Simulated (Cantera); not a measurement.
What does this Cantera script print?

```python
import numpy as np
import cantera as ct

gas_names = [...]  # 130 gases of nasa_gas.yaml made of C, H, Mg, O, S
cond_names = """
    C(gr) C6H6(L) C7H8(L) C8H18(L),n-octa H2O(s) H2O(L) H2SO4(L) Mg(cr) Mg(L) MgCO3(s) MgO(s) MgO(L)
    MgO2H2(s) MgS(s) MgSO4(s) MgSO4(L) S(cr1) S(cr2) S(L)
""".split()


# ... load() reads the species with a 1 bar reference pressure and builds the phases ...
atoms = {
    'MgSO4': {'Mg': 1, 'S': 1, 'O': 4},
    'CO2': {'C': 1, 'O': 2},
    'O2': {'O': 2},
    'H2O': {'H': 2, 'O': 1},
}
top_T = {'C(gr)': 4500, 'MgS(s)': 2250}  # K; cautious upper limits of use, not melting points


# ... equilibrate(T, P, feed) seeds the gas with the atoms and calls Mixture.equilibrate('TP', solver="vcs", rtol=1e-11, max_steps=5000) ...
results = []
feed = {'MgSO4': 1, 'CO2': 0.14, 'O2': 0.051, 'H2O': 5.8}  # mol
P = 13000  # Pa
for T in [523, 573, 623, 673, 723, 773, 823, 873, 923, 973, 1023]:
    mix = equilibrate(T, P, feed)
    results.append((T, P, feed, dict(zip(mix.species_names, mix.species_moles))))
    x = sorted(zip(gas.X, gas.species_names), reverse=True)
    print(f"T = {T:g} K  P = {P:g} Pa  gas = {mix.phase_moles(0):.4g} mol")
    print("   x: " + "  ".join(f"{s} {v:.3e}" for v, s in x if v > 1e-05))
    print("   condensed (mol): " + ("  ".join(f"{mix.phase(i).name} {mix.phase_moles(i):.4g}"
          for i in range(1, mix.n_phases) if mix.phase_moles(i) > 1e-12) or "none"))
```

Output:

```
T = 523 K  P = 13000 Pa  gas = 5.991 mol
   x: H2O 9.681e-01  CO2 2.337e-02  O2 8.513e-03
   condensed (mol): MgCO3(s) 1.967e-11  MgSO4(s) 1
T = 573 K  P = 13000 Pa  gas = 5.991 mol
   x: H2O 9.681e-01  CO2 2.337e-02  O2 8.513e-03
   condensed (mol): MgSO4(s) 1
T = 623 K  P = 13000 Pa  gas = 5.991 mol
   x: H2O 9.681e-01  CO2 2.337e-02  O2 8.513e-03
   condensed (mol): MgSO4(s) 1
T = 673 K  P = 13000 Pa  gas = 5.991 mol
   x: H2O 9.681e-01  CO2 2.337e-02  O2 8.513e-03
   condensed (mol): MgSO4(s) 1
T = 723 K  P = 13000 Pa  gas = 5.991 mol
   x: H2O 9.681e-01  CO2 2.337e-02  O2 8.513e-03
   condensed (mol): MgO(s) 6.556e-10  MgSO4(s) 1
T = 773 K  P = 13000 Pa  gas = 5.991 mol
   x: H2O 9.681e-01  CO2 2.337e-02  O2 8.513e-03
   condensed (mol): MgO(s) 1.815e-08  MgSO4(s) 1
T = 823 K  P = 13000 Pa  gas = 5.991 mol
   x: H2O 9.681e-01  CO2 2.337e-02  O2 8.513e-03
   condensed (mol): MgO(s) 3.942e-07  MgSO4(s) 1
T = 873 K  P = 13000 Pa  gas = 5.991 mol
   x: H2O 9.681e-01  CO2 2.337e-02  O2 8.513e-03
   condensed (mol): MgO(s) 7.126e-06  MgSO4(s) 1
T = 923 K  P = 13000 Pa  gas = 5.991 mol
   x: H2O 9.681e-01  CO2 2.337e-02  O2 8.520e-03  SO2 1.496e-05
   condensed (mol): MgO(s) 0.000104  MgSO4(s) 0.9999
T = 973 K  P = 13000 Pa  gas = 5.993 mol
   x: H2O 9.678e-01  CO2 2.336e-02  O2 8.603e-03  SO2 1.854e-04  SO3 1.551e-05
   condensed (mol): MgO(s) 0.001204  MgSO4(s) 0.9988
T = 1023 K  P = 13000 Pa  gas = 6.007 mol
   x: H2O 9.655e-01  CO2 2.331e-02  O2 9.348e-03  SO2 1.716e-03  SO3 8.299e-05
   condensed (mol): MgO(s) 0.01081  MgSO4(s) 0.9892
```

Method: chemical equilibrium by Gibbs-energy minimisation in Cantera with the NASA 1993 tables (ideal gas, pure condensed phases). Mutual solubility and eutectic melting of coexisting phases are not modelled.
